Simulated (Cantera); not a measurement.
**Pyrogenic steam for wet oxidation**

A perfectly stirred reactor is fed with H2 : O2 : N2 = 1.6 : 0.3 : 6.2 (molar parts), at 1.00 bar; it is held at 1325 K, and followed from long to short residence time.

Cantera simulation using the H2/O2 subset of GRI-Mech 3.0, which has no nitrogen chemistry; the numbers are that mechanism's predictions, not measurements. The temperature is held fixed by assumption; the heat of reaction is taken as removed at once.

```csv
τ (s),x H2,x O2,x H,x HO2,x H2O,x O
0.96,0.128,2.25e-5,0.000522,1.47e-8,0.0769,4.86e-8
0.33,0.128,3.85e-5,0.000888,2.53e-8,0.0768,1.41e-7
0.11,0.127,6.71e-5,0.00153,4.41e-8,0.0767,4.24e-7
0.039,0.127,0.000114,0.00254,7.47e-8,0.0766,1.20e-6
0.013,0.126,0.000200,0.00433,1.31e-7,0.0763,3.58e-6
0.0046,0.125,0.000345,0.00707,2.26e-7,0.0759,1.01e-5
0.0016,0.123,0.000613,0.0114,4.00e-7,0.0751,2.89e-5
0.00055,0.120,0.00113,0.0179,7.31e-7,0.0736,8.28e-5
0.00019,0.118,0.00220,0.0262,1.40e-6,0.0707,0.000228
```
x: mole fraction; the columns are a selection and need not sum to one.
